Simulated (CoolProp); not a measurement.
A single-stage vapour-compression cycle with ethane: evaporating at 232.15 K (dew point), condensing at 294.15 K (bubble point), superheat 8 K, subcooling 8 K, compressor efficiency 0.9, no pressure losses. Each further row changes one setting.

Model: reference Helmholtz-energy equation of state, Bücker 2006, in CoolProp.

| case | cooling COP | pressure ratio | discharge temperature (K) | refrigerating effect (kJ/kg) | volumetric capacity (kJ/m³) |
|---|---|---|---|---|---|
| as stated | 2.20 | 5.11 | 335.6 | 256 | 3310 |
| evaporating temperature 237.15 K | 2.50 | 4.35 | ___ | 260 | ___ |
| condensing temperature 289.15 K | ___ | 4.59 | 328.5 | ___ | ___ |
| subcooling 13 K | ___ | 5.11 | 335.6 | ___ | 3560 |
| superheat 18 K | ___ | 5.11 | 345.7 | 274 | 3340 |
| compressor efficiency 0.8 | 1.95 | 5.11 | 341.4 | 256 | 3310 |

Problem. What belongs in the gaps?

Solution. 
- evaporating temperature 237.15 K, discharge temperature (K): 332.3
- evaporating temperature 237.15 K, volumetric capacity (kJ/m³): 3930
- condensing temperature 289.15 K, cooling COP: 2.54
- condensing temperature 289.15 K, refrigerating effect (kJ/kg): 275
- condensing temperature 289.15 K, volumetric capacity (kJ/m³): 3540
- subcooling 13 K, cooling COP: 2.37
- subcooling 13 K, refrigerating effect (kJ/kg): 276
- superheat 18 K, cooling COP: 2.21
